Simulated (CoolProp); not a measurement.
The numbers come from the reference Helmholtz-energy equation of state, Lemmon 2009 in CoolProp.

### Question
Give the vapour pressure (bar), liquid density (kg/m³), enthalpy of vaporisation (kJ/kg), vapour viscosity (µPa s) of saturated propane at 253.1, 265.4, 277.6 K.

### Answer
```csv
T (K),p (bar),liquid density (kg/m³),enthalpy of vaporisation (kJ/kg),vapour viscosity (µPa s)
253.1,2.44,555,401,6.89
265.4,3.72,539,385,7.22
277.6,5.42,523,369,7.58
```

Viscosity comes from a separate model (Vogel 1998).
